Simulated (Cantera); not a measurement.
Cantera run:

```python
import numpy as np
import cantera as ct

gas_names = [...]  # 113 gases of nasa_gas.yaml made of C, F, H, Si
cond_names = """
    C(gr) C6H6(L) C7H8(L) C8H18(L),n-octa Si(cr) Si(L) SiC(b)
""".split()


# ... load() reads the species with a 1 bar reference pressure and builds the phases ...
atoms = {
    'CH2F2': {'C': 1, 'H': 2, 'F': 2},
    'Si': {'Si': 1},
    'H2': {'H': 2},
}
top_T = {'C(gr)': 4500, 'SiC(b)': 3050}  # K; cautious upper limits of use, not melting points


# ... equilibrate(T, P, feed) seeds the gas with the atoms and calls Mixture.equilibrate('TP', solver="vcs", rtol=1e-11, max_steps=5000) ...
results = []
feed = {'CH2F2': 1, 'Si': 0.1, 'H2': 0.1}  # mol
P = 1.2  # Pa
for T in [1350, 1400, 1450, 1500, 1550, 1600, 1650]:
    mix = equilibrate(T, P, feed)
    results.append((T, P, feed, dict(zip(mix.species_names, mix.species_moles))))

top = {s: max(r[3][s] / sum(r[3][g] for g in gas_names) for r in results) for s in gas_names}
cols = sorted((s for s in top if top[s] > 1e-06), key=lambda s: -top[s])[:9]
seen = [c for c in cond_names if any(r[3].get(c, 0) > 1e-12 for r in results)]
print("log10 of partial pressures in bar; condensed amounts in mol")
print(f"{'T/K':>10s}" + "".join(f"{s[:9]:>10s}" for s in cols + seen))
for T, P, feed, n in results:
    ng = sum(n[g] for g in gas_names)
    print(f"{T:10.4g}" + "".join(f"{np.log10(max(n[s] / ng * P / 1e5, 1e-99)):10.3f}" for s in cols)
          + "".join(f"{n.get(c, 0):10.4g}" for c in seen))
```

Output:

```
log10 of partial pressures in bar; condensed amounts in mol
       T/K        HF        H2      SiF4      SiF3         H      SiF2     SiHF3 C2H2,acet         F     C(gr)
      1350    -5.018    -5.746    -6.224    -8.537    -8.496   -10.968   -10.782   -11.653   -12.851         1
      1400    -5.018    -5.747    -6.227    -8.194    -8.186   -10.325   -10.599   -11.345   -12.354         1
      1450    -5.018    -5.748    -6.232    -7.879    -7.898    -9.731   -10.433   -11.060   -11.891         1
      1500    -5.017    -5.752    -6.242    -7.591    -7.630    -9.185   -10.286   -10.796   -11.457         1
      1550    -5.017    -5.758    -6.260    -7.333    -7.381    -8.687   -10.159   -10.552   -11.050         1
      1600    -5.017    -5.768    -6.291    -7.107    -7.148    -8.239   -10.059   -10.328   -10.665         1
      1650    -5.016    -5.783    -6.339    -6.918    -6.933    -7.845    -9.991   -10.124   -10.300         1
```

These are equilibrium values from Cantera (NASA tables, ideal gas, pure condensed phases), not measurements of a reactor. The tables' values for SiF3, SiF2 are old estimates; treat these amounts as uncertain.
